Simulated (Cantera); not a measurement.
An isothermal, constant-pressure homogeneous reactor starts with 79.1 % N2O, 20.9 % O2, at 1375 K and 0.0133 bar.

Computed with Cantera and GRI-Mech 3.0 (53 species, 325 reactions). GRI-Mech 3.0 was tuned for natural gas; its chemistry of N2O as a main component is partial and can be far from experiment. Radical loss at walls, strong at low pressure, is not modelled. The mechanism lacks the step 2 NO + O2 → 2 NO2, which can matter for NO2 below about 1400 K. The temperature is held fixed by assumption; the heat of reaction is taken as removed at once.

Question: Predict: x(N2O) at 40.0 s; x(O2) at 40.0 s; x(NO2) at 40.0 s; x(O) at 40.0 s; x(NO) at 40.0 s.

Answer: 
```json
{
 "x(N2O) at 40.0 s": "0.00238 (gas-phase equilibrium 4.82e-9)",
 "x(O2) at 40.0 s": "0.381 (gas-phase equilibrium 0.433)",
 "x(NO2) at 40.0 s": "5.55e-5 (gas-phase equilibrium 1.03e-6)",
 "x(O) at 40.0 s": "9.59e-6 (gas-phase equilibrium 3.65e-6)",
 "x(NO) at 40.0 s": "0.103 (gas-phase equilibrium 0.000768)"
}
```
